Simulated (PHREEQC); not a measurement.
A solution holds 0.18 mol Pb(NO3)2, 0.00038 mol H3AsO4 and 0.32 mol NaF per kg of water, at 55 °C. Closed to the air; pH follows from the charge balance.

Equilibrium calculation in PHREEQC: ion-association model, wateq4f.dat.

No solid was allowed to form.

Estimate the pH, ionic strength, activity of water.

pH 5.52; ionic strength 0.532 mol/kgw; activity of water 0.984.

In which forms is N present?

NO3- 87 %, PbNO3+ 13 % of the N.

The solution is supersaturated, for example in PbF2, Pb(OH)2, so a real one may precipitate; this is no full list. Constants without temperature data keep their 25 °C values here. The database has no arsenate complexes of Pb.
